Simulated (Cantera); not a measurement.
An adiabatic, constant-pressure homogeneous reactor starts with CH3OH : O2 : N2 = 1 : 2.05 : 8.01 (molar parts), equivalence ratio 0.73, at 1150 K and 1000000 Pa. Integrator tolerance rtol = 1e-08.

Model: GRI-Mech 3.0 (53 species, 325 reactions), integrated in Cantera. GRI-Mech 3.0 was tuned for natural gas; its chemistry of methanol as a main component is partial and can be far from experiment.

Q: What does this change do: 0.082 parts H2 added?

A: 
| quantity | before | after |
|---|---|---|
| time of steepest temperature rise | 3.88 ms | 3.27 ms |
| temperature at 0.200 s | 2502 K | 2526 K |
| equilibrium temperature | 2502 K | 2526 K |
| x(CH3OH) at 0.200 s | <1e-12 (gas-phase equilibrium <1e-12) | <1e-12 (gas-phase equilibrium <1e-12) |
| x(O2) at 0.200 s | 0.0433 (gas-phase equilibrium 0.0433) | 0.0400 (gas-phase equilibrium 0.0400) |
| x(H) at 0.200 s | 0.000315 (gas-phase equilibrium 0.000315) | 0.000385 (gas-phase equilibrium 0.000385) |
| x(N2O) at 0.200 s | 1.60e-6 (gas-phase equilibrium 1.60e-6) | 1.60e-6 (gas-phase equilibrium 1.60e-6) |
| x(H2) at 0.200 s | 0.00153 (gas-phase equilibrium 0.00153) | 0.00185 (gas-phase equilibrium 0.00185) |
